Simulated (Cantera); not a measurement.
Charge: 1 mol CH2F2, a varied amount of H2, held at 3400 Pa.

Equilibrium computed with Cantera from the NASA thermochemical tables; the gas is ideal and each condensed phase is pure. Candidate condensed phases: C, C6H6, C7H8, C8H18; 95 gas species. Rates play no part.

Q: What condenses at these points (T in K, n(H2) in mol): (3325, 0.65); (3275, 0.94); (2875, 4.1); (3275, 2); (3025, 1.4)?

A: 
| T (K) | n(H2) in mol | condensed phases | C condensed (%) |
|---|---|---|---|
| 3325 | 0.65 | gas only | 0.0 |
| 3275 | 0.94 | gas only | 0.0 |
| 2875 | 4.1 | C | 67.1 |
| 3275 | 2 | gas only | 0.0 |
| 3025 | 1.4 | C | 69.6 |
